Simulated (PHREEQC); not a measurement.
Synthetic water in mg/kgw, 57 °C, pH 8.72:

| constituent | mg/kgw |
|---|---|
| Na | 2030 |
| K | 90.4 |
| Ca | 4.95 |
| Mg | 466 |
| Cl | 3740 |
| S(6) as SO4 | 810 |
| Alkalinity as HCO3 | 244 |
| B | 32.2 |

Valence states are taken as typed.

Computed with PHREEQC (Pitzer model, pitzer.dat).

Problem. The ionic strength comes out as 0.154 mol/kgw. What activity coefficients do K+, HCO3-, CO3-2, Ca+2, SO4-2 get?

Solution. K+ 0.74, HCO3- 0.75, CO3-2 0.22, Ca+2 0.27, SO4-2 0.21. Single-ion values are on the MacInnes scale.

No solid was allowed to form. Examples of supersaturated solids here: Magnesite (slow to form). Others may be too. Away from 25 °C the constants follow the database's enthalpies or fits; those with neither stay at their 25 °C values.
